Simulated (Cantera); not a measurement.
A closed system holds: 1 mol TEOS, 0.15 mol NO, a varied amount of N₂, equilibrated at 1248.15 K and 60.0 Torr.

Cantera equilibrium calculation (NASA polynomials, part measured and part estimated; ideal gas, pure solids and liquids). Candidate condensed phases: C, C₆H₆, C₇H₈, C₈H₁₈, H₂O, Si, SiC, SiO₂, Si₂N₂O, Si₃N₄; 151 gas species. The feed counts by its element totals alone. Mutual solubility and eutectic melting of coexisting phases are not modelled. The tables hold silica as quartz up to 1696 K and as liquid above; real silica turns to tridymite and cristobalite and melts near 1996 K. Kinetics and transport are ignored.

Q: Which condensed phases are stable at each of these points (n(N₂) (mol)): 1.6, 2.8, 4.9, 8.7, 16, 27, 49, 86?

A: 
```csv
n(N₂) (mol),condensed phases,Si condensed (%)
1.6,C(graphite) + SiO₂(β-quartz),100.0
2.8,C(graphite) + SiO₂(β-quartz),100.0
4.9,C(graphite) + SiO₂(β-quartz),100.0
8.7,C(graphite) + SiO₂(β-quartz) + Si₂N₂O(s),100.0
16,C(graphite) + SiO₂(β-quartz) + Si₂N₂O(s),100.0
27,C(graphite) + Si₂N₂O(s),100.0
49,C(graphite) + Si₂N₂O(s),100.0
86,C(graphite) + Si₂N₂O(s),100.0
```

From 1.6 mol N₂ to 4.9 mol N₂ the condensed part is C(graphite) + SiO₂(β-quartz). From 8.7 mol N₂ to 16 mol N₂ the condensed part is C(graphite) + SiO₂(β-quartz) + Si₂N₂O(s). From 27 mol N₂ to 86 mol N₂ the condensed part is C(graphite) + Si₂N₂O(s).
